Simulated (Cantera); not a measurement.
Input: 1 mol ZrO2, 1000 mol H2, 0.089 mol H2O, at 0.210 bar.

Method: chemical equilibrium by Gibbs-energy minimisation in Cantera with the NASA 1993 tables (ideal gas, pure condensed phases). Candidate condensed phases: H2O, Zr, ZrO2; 12 gas species. The numbers say what is thermodynamically allowed, not how fast it happens. All values below are at 2073 K.

Base state: H2 0.994, H 0.00572, H2O 8.87e-5 (mole fractions); condensed: ZrO2(tetragonal).

Task: What changes in the equilibrium state with this change: pressure from 0.210 bar to 49.0 mbar?

Result: 
```
species                 before    after
---------------------  -------  -------
H2                       0.994    0.988
H                      0.00572   0.0118
H2O                    8.87e-5  8.84e-5
ZrO2(tetragonal), mol    1.000    1.000
```
